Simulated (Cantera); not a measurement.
A Cantera script and its output.

```python
import numpy as np
import cantera as ct

gas = ct.Solution("gri30.yaml")
gas.TPX = 1050, 23, {'C2H6': 1, 'H2': 8.4}
reactor = ct.IdealGasConstPressureReactor(gas, energy="off", clone=False)
net = ct.ReactorNet([reactor])
net.rtol, net.atol = 1e-08, 1e-18
show = ['C2H6', 'H2', 'C2H', 'C2H4', 'CH4', 'C2H2', 'CH2']
times = np.geomspace(0.0004, 40, 15)

steps = ct.SolutionArray(gas, extra=["t"])
rows = []
print(f"{'t/s':>10s}{'T/K':>9s}{'P/Pa':>11s}" + "".join(f"{s:>11s}" for s in show))
for t in times:
    while net.time < t:
        t_next = net.step()
        steps.append(gas.state, t=t_next)
    rows.append([np.interp(t, steps.t, y) for y in (steps.T, steps.P, *steps(*show).X.T)])
    print(f"{t:10.3e}{rows[-1][0]:9.1f}{rows[-1][1]:11.4g}" + "".join(f"{x:11.3e}" for x in rows[-1][2:]))
rate = np.gradient(steps.T, steps.t)
print("integrator steps:", len(steps.t))
if steps.T.max() > steps.T[0] + 200:
    print(f"time of steepest temperature rise: {steps.t[rate.argmax()]:.4e} s")
gas.TPX = 1050, 23, {'C2H6': 1, 'H2': 8.4}
gas.equilibrate("TP")
print(f"equilibrium (TP): T = {gas.T:.1f} K  " + "  ".join(f"{s} {gas[s].X[0]:.3e}" for s in show))
```

It prints:

```
       t/s      T/K       P/Pa       C2H6         H2        C2H       C2H4        CH4       C2H2        CH2
 4.000e-04   1050.0         23  1.064e-01  8.936e-01  6.644e-39  2.494e-14  8.512e-11  3.681e-24  4.078e-20
 9.103e-04   1050.0         23  1.064e-01  8.936e-01  1.508e-36  4.348e-13  4.377e-10  1.391e-22  4.872e-19
 2.072e-03   1050.0         23  1.064e-01  8.936e-01  3.146e-34  8.366e-12  2.230e-09  5.958e-21  5.820e-18
 4.715e-03   1050.0         23  1.064e-01  8.936e-01  5.498e-32  1.593e-10  1.116e-08  2.663e-19  6.772e-17
 1.073e-02   1050.0         23  1.064e-01  8.936e-01  7.166e-30  2.627e-09  5.357e-08  1.147e-17  6.977e-16
 2.442e-02   1050.0         23  1.064e-01  8.936e-01  7.709e-28  3.467e-08  2.359e-07  4.919e-16  5.471e-15
 5.558e-02   1050.0         23  1.064e-01  8.936e-01  7.616e-26  3.589e-07  8.894e-07  2.113e-14  2.667e-14
 1.265e-01   1050.0         23  1.064e-01  8.936e-01  6.419e-24  2.886e-06  2.730e-06  7.976e-13  7.186e-14
 2.879e-01   1050.0         23  1.064e-01  8.936e-01  4.641e-22  1.871e-05  7.312e-06  2.571e-11  1.604e-13
 6.552e-01   1050.0         23  1.062e-01  8.936e-01  3.013e-20  1.061e-04  2.105e-05  7.434e-10  5.363e-13
 1.491e+00   1050.0         23  1.057e-01  8.936e-01  1.798e-18  5.561e-04  9.096e-05  2.002e-08  3.493e-12
 3.393e+00   1050.0         23  1.030e-01  8.936e-01  9.282e-17  2.683e-03  6.345e-04  4.914e-07  2.998e-11
 7.723e+00   1050.0         23  9.203e-02  8.926e-01  3.149e-15  1.087e-02  4.368e-03  9.405e-06  1.515e-10
 1.758e+01   1050.0         23  6.339e-02  8.882e-01  4.329e-14  3.074e-02  1.743e-02  1.010e-04  2.144e-10
 4.000e+01   1050.0         23  2.559e-02  8.815e-01  2.432e-13  5.588e-02  3.641e-02  5.630e-04  1.082e-10
integrator steps: 509
equilibrium (TP): T = 1050.0 K  C2H6 5.809e-07  H2 8.863e-01  C2H 1.296e-12  C2H4 2.412e-03  CH4 4.380e-02  C2H2 6.746e-02  CH2 8.787e-14
```

Detailed kinetics in Cantera: GRI-Mech 3.0 (53 species, 325 reactions). GRI-Mech 3.0 stops at C3 and has no aromatics, soot or wall deposition, so with more carbon than oxygen in the feed, carbon stays in small species such as C2H2 where larger ones or solid carbon would form. Radical loss at walls, strong at low pressure, is not modelled.
